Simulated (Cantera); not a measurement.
# Low-pressure radical oxidation in H2/O2

An isothermal, constant-pressure homogeneous reactor starts with H₂ : O₂ = 0.073 : 1 (molar parts), at 1100 K and 0.0217 atm.

Cantera simulation using the H2/O2 subset of GRI-Mech 3.0, which has no nitrogen chemistry; the numbers are that mechanism's predictions, not measurements. Radical loss at walls, strong at low pressure, is not modelled. The temperature is held fixed by assumption; the heat of reaction is taken as removed at once.

| t (s) | x H₂ | x O₂ | x OH | x HO₂ | x H |
|---|---|---|---|---|---|
| 2.00e-5 | 0.0680 | 0.932 | 4.15e-11 | 2.44e-10 | 2.05e-10 |
| 5.64e-5 | 0.0680 | 0.932 | 2.35e-10 | 6.89e-10 | 5.21e-10 |
| 0.000159 | 0.0680 | 0.932 | 1.37e-9 | 1.96e-9 | 1.94e-9 |
| 0.000448 | 0.0680 | 0.932 | 2.67e-8 | 6.13e-9 | 3.32e-8 |
| 0.00126 | 0.0678 | 0.932 | 5.64e-5 | 1.35e-6 | 7.00e-5 |
| 0.00356 | 0.00173 | 0.895 | 0.00321 | 9.92e-6 | 0.0123 |
| 0.0100 | 0.000668 | 0.914 | 0.00199 | 8.40e-6 | 0.00338 |
| 0.0283 | 0.000143 | 0.926 | 0.000902 | 4.90e-6 | 0.000325 |
| 0.0797 | 1.96e-5 | 0.929 | 0.000336 | 1.68e-6 | 1.70e-5 |
| 0.225 | 2.72e-6 | 0.929 | 0.000129 | 4.06e-7 | 9.49e-7 |
| 0.634 | 4.75e-7 | 0.930 | 5.56e-5 | 9.46e-8 | 7.54e-8 |
| 1.79 | 1.06e-7 | 0.930 | 2.68e-5 | 2.48e-8 | 8.47e-9 |
| 5.03 | 2.83e-8 | 0.930 | 1.40e-5 | 7.68e-9 | 1.21e-9 |
| 14.2 | 8.48e-9 | 0.930 | 7.75e-6 | 3.30e-9 | 2.04e-10 |
| 40.0 | 2.77e-9 | 0.930 | 4.45e-6 | 2.60e-9 | 3.88e-11 |
x: mole fraction; the columns are a selection and need not sum to one.

Equilibrium at this temperature and pressure: H₂ 6.53e-10, O₂ 0.930, OH 2.16e-6, HO₂ 3.93e-9, H 4.48e-12 (gas phase only).
